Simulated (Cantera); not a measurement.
Mixture: 5.22 % CH4, 1.51 % CO, 19.6 % O2, 73.6 % N2, equivalence ratio 0.57, at 13.0 bar, adiabatic and at constant pressure. Ignition delay is the time to a rise of 400 K.

Detailed kinetics in Cantera: GRI-Mech 3.0 (53 species, 325 reactions). The pressure lies above the range GRI-Mech 3.0 was tuned for (to about 10 atm).

### Question
Predict: delay at 1200 K; delay at 1300 K; delay at 1400 K; delay at 1500 K; delay at 1600 K; delay at 1700 K; delay at 1800 K; apparent activation energy between 1600 and 1800 K.

### Answer
```
Item                                                    Result
--------------------------------------------------  ----------
delay at 1200 K                                        3.46 ms
delay at 1300 K                                       0.991 ms
delay at 1400 K                                       0.331 ms
delay at 1500 K                                       0.125 ms
delay at 1600 K                                        52.3 µs
delay at 1700 K                                        24.2 µs
delay at 1800 K                                        12.2 µs
apparent activation energy between 1600 and 1800 K  170 kJ/mol
```
